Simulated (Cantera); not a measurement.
Hydrocarbon pyrolysis for carbon deposition

An isothermal, constant-pressure homogeneous reactor starts with C2H6 : N2 = 0.58 : 1.2 (molar parts), at 1725 K and 82.5 Torr.

Detailed kinetics in Cantera: GRI-Mech 3.0 (53 species, 325 reactions). GRI-Mech 3.0 stops at C3 and has no aromatics, soot or wall deposition, so with more carbon than oxygen in the feed, carbon stays in small species such as C2H2 where larger ones or solid carbon would form.

```csv
t (s),x C2H6,x C2H4,x CH2,x C2H2,x CH3,x H
1.00e-5,0.296,0.00463,2.59e-5,8.61e-6,0.0240,0.000313
4.06e-5,0.161,0.0709,6.69e-5,0.00418,0.0443,0.000987
0.000165,0.0126,0.107,2.92e-5,0.0635,0.0160,0.00119
0.000671,0.000346,0.0466,2.85e-6,0.128,0.00284,0.000365
0.00273,6.22e-5,0.0127,6.65e-7,0.158,0.00119,0.000182
0.0111,4.86e-5,0.00140,6.42e-7,0.171,0.00109,0.000205
0.0451,2.11e-5,0.000712,4.86e-7,0.181,0.000735,0.000243
0.183,3.19e-6,0.000377,2.41e-7,0.191,0.000298,0.000306
0.745,2.21e-7,0.000338,7.25e-8,0.196,7.86e-5,0.000346
3.03,3.52e-8,0.000339,2.52e-8,0.197,2.66e-5,0.000353
12.3,2.86e-8,0.000339,2.14e-8,0.197,2.26e-5,0.000353
50.0,2.86e-8,0.000339,2.14e-8,0.197,2.26e-5,0.000353
```
x: mole fraction; the columns are a selection and need not sum to one.

Equilibrium at this temperature and pressure: C2H6 1.95e-8, C2H4 0.000231, CH2 1.77e-8, C2H2 0.134, CH3 1.86e-5, H 0.000354 (gas phase only).
